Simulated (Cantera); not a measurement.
## Premixed flame

A freely propagating, adiabatic, planar premixed flame of 17.6 % H2, 17.3 % O2, 65.1 % N2, unburnt at 498 K and 0.178 atm; mixture-averaged transport, grid criteria slope 0.08 and curve 0.16, no radiation.

Computed with Cantera and the H2/O2 subset of GRI-Mech 3.0, which has no nitrogen chemistry. Burning velocities carry a grid error of a few per cent, more on coarse grids. Lean hydrogen flames are cellular in practice and burn faster than this planar one.

| z (mm) | T (K) | u (m/s) | x H2 | x O2 | x HO2 | x H2O2 | x OH | x O |
|---|---|---|---|---|---|---|---|---|
| -11.0 | 498 | 2.37 | 0.176 | 0.173 | <1e-8 | <1e-8 | <1e-8 | <1e-8 |
| -7.34 | 498 | 2.37 | 0.176 | 0.173 | <1e-8 | <1e-8 | <1e-8 | <1e-8 |
| -5.50 | 498 | 2.37 | 0.176 | 0.173 | <1e-8 | <1e-8 | <1e-8 | <1e-8 |
| -3.67 | 498 | 2.37 | 0.176 | 0.173 | 8.90e-7 | <1e-8 | <1e-8 | <1e-8 |
| -1.83 | 528 | 2.49 | 0.166 | 0.174 | 0.000101 | 6.69e-6 | 8.13e-5 | 1.10e-5 |
| -0.917 | 726 | 3.34 | 0.132 | 0.169 | 5.55e-5 | 5.02e-6 | 0.000450 | 0.000265 |
| 0 | 1045 | 4.71 | 0.0640 | 0.140 | 2.73e-5 | 1.44e-6 | 0.00198 | 0.00435 |
| 0.917 | 1274 | 5.70 | 0.0195 | 0.105 | 1.66e-5 | 1.65e-6 | 0.00499 | 0.0105 |
| 1.83 | 1391 | 6.20 | 0.0110 | 0.0961 | 1.28e-5 | 1.18e-6 | 0.00648 | 0.0117 |
| 3.67 | 1512 | 6.69 | 0.00863 | 0.0931 | 9.77e-6 | 6.72e-7 | 0.00767 | 0.0101 |
| 7.34 | 1623 | 7.13 | 0.00636 | 0.0919 | 7.15e-6 | 3.49e-7 | 0.00802 | 0.00724 |
| 14.7 | 1709 | 7.47 | 0.00387 | 0.0916 | 4.71e-6 | 1.87e-7 | 0.00720 | 0.00431 |
| 29.4 | 1766 | 7.69 | 0.00191 | 0.0919 | 2.66e-6 | 1.05e-7 | 0.00550 | 0.00210 |
x: mole fraction of selected species; z is measured from the peak of heat release.

| Property | Value |
|---|---|
| laminar burning velocity | 237 cm/s |
| thermal thickness | 3.67 mm |
| peak x(HO2) | 0.000101 |
| peak x(H2O2) | 8.38e-6 |
| peak x(OH) | 0.00805 |
| peak x(O) | 0.0118 |
